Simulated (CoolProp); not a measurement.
Vapour-liquid equilibrium of cyclohexane (1) + n-nonane (2) at 5.51 bar; x and y are mole fractions of (1).

The numbers come from the multi-fluid Helmholtz-energy mixture model, Zhou 2014 and Lemmon 2006; pair parameters Bell 2016 in CoolProp.

Q: Give the bubble temperature and the first vapour's composition at x = 0.05, 0.25, 0.45. Is there an azeotrope?

A: x = 0.05: 222.5 °C, y = 0.130; x = 0.25: 201.3 °C, y = 0.510; x = 0.45: 184.0 °C, y = 0.738. No azeotrope shows between x = 0.05 and 0.95.

The pair parameters rest on a limited set of measurements; away from them the model extrapolates.
